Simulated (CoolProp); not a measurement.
Saturated liquid density (kg/m³) of fluoroethane (R161): the reference equation beside estimates from Tc = 375.2 K, pc = 5.010 MPa, ω = 0.216.

Values from CoolProp's reference Helmholtz-energy equation of state, Wu 2012.

| T (K) | reference | van der Waals | Redlich-Kwong |
|---|---|---|---|
| 199.8 | 866.3 | 496.6 | 735.7 |
| 219.5 | 840.1 | 480.5 | 708.5 |
| 239.3 | 812.4 | 463.1 | 678.4 |
| 259.1 | 782.4 | 444.1 | 645.0 |
| 278.9 | 748.8 | 423.2 | 607.7 |
| 298.7 | 709.9 | 399.6 | 565.5 |
| 318.5 | 663.2 | 372.6 | 516.7 |
| 338.2 | 605.2 | 340.2 | 458.6 |

Absolute difference from the reference over all 8 rows, mean and median: van der Waals 43.3 and 43.4 %, Redlich-Kwong 18.8 and 18.2 %.
